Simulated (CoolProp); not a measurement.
Vapour-liquid equilibrium of CH2F2 (R32) (1) + methanol (2) at 32.85 °C; x and y are mole fractions of (1).

Values from CoolProp's multi-fluid Helmholtz-energy mixture model, Tillner-Roth 1997 and de Reuck 1993; pair parameters Bell 2016.

```json
[
 {"x": "0.05", "bubble pressure, mixture model (MPa)": "0.3084", "bubble pressure, Raoult's law (MPa)": "0.1277", "y, mixture model": "0.917", "y, Raoult's law": "0.812"},
 {"x": "0.15", "bubble pressure, mixture model (MPa)": "0.7696", "bubble pressure, Raoult's law (MPa)": "0.3325", "y, mixture model": "0.965", "y, Raoult's law": "0.935"},
 {"x": "0.25", "bubble pressure, mixture model (MPa)": "1.093", "bubble pressure, Raoult's law (MPa)": "0.5374", "y, mixture model": "0.975", "y, Raoult's law": "0.965"},
 {"x": "0.35", "bubble pressure, mixture model (MPa)": "1.301", "bubble pressure, Raoult's law (MPa)": "0.7423", "y, mixture model": "0.979", "y, Raoult's law": "0.978"},
 {"x": "0.45", "bubble pressure, mixture model (MPa)": "1.428", "bubble pressure, Raoult's law (MPa)": "0.9471", "y, mixture model": "0.981", "y, Raoult's law": "0.985"},
 {"x": "0.55", "bubble pressure, mixture model (MPa)": "1.508", "bubble pressure, Raoult's law (MPa)": "1.152", "y, mixture model": "0.982", "y, Raoult's law": "0.990"},
 {"x": "0.65", "bubble pressure, mixture model (MPa)": "1.576", "bubble pressure, Raoult's law (MPa)": "1.357", "y, mixture model": "0.983", "y, Raoult's law": "0.993"},
 {"x": "0.75", "bubble pressure, mixture model (MPa)": "1.656", "bubble pressure, Raoult's law (MPa)": "1.562", "y, mixture model": "0.985", "y, Raoult's law": "0.996"},
 {"x": "0.85", "bubble pressure, mixture model (MPa)": "1.773", "bubble pressure, Raoult's law (MPa)": "1.767", "y, mixture model": "0.988", "y, Raoult's law": "0.998"},
 {"x": "0.95", "bubble pressure, mixture model (MPa)": "1.951", "bubble pressure, Raoult's law (MPa)": "1.971", "y, mixture model": "0.995", "y, Raoult's law": "0.999"}
]
```

The largest gap from Raoult's law is +141.5 % in bubble pressure, at x = 0.05. No azeotrope shows between x = 0.05 and 0.95.

The pair parameters rest on a limited set of measurements; away from them the model extrapolates. The gap from Raoult's law changes sign with composition, which may be real or a fault of the pair parameters; it wasn't checked against measurements. With so large a gap from Raoult's law the liquid may split in two, which this calculation doesn't test in full.
